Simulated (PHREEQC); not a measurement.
A solution holds 0.36 mol HF, 0.0047 mol NH4F, 0.019 mol (NH4)2SiF6 and 0.048 mol H3PO4 per kg of water, at 20 °C. Closed to the air; pH follows from the charge balance.

The numbers come from PHREEQC with the ion-association model, wateq4f.dat.

**Question.** The ionic strength comes out as 0.0855 mol/kgw. What activity coefficients do NH4+, F-, H+, HF2-, SiF6-2 get?

**Answer.** NH4+ 0.79, F- 0.77, H+ 0.83, HF2- 0.77, SiF6-2 0.40.

This is a speciation only: nothing precipitates in the calculation. Complexes and solids missing from the database can't appear. wateq4f.dat counts part of the HF as a dimer, H2F2, which phreeqc.dat doesn't know; its constant is uncertain. H3PO4, which wateq4f.dat lacks, is added to it with the constant of phreeqc.dat. SiF6-2 is the database's only silicon fluoride.
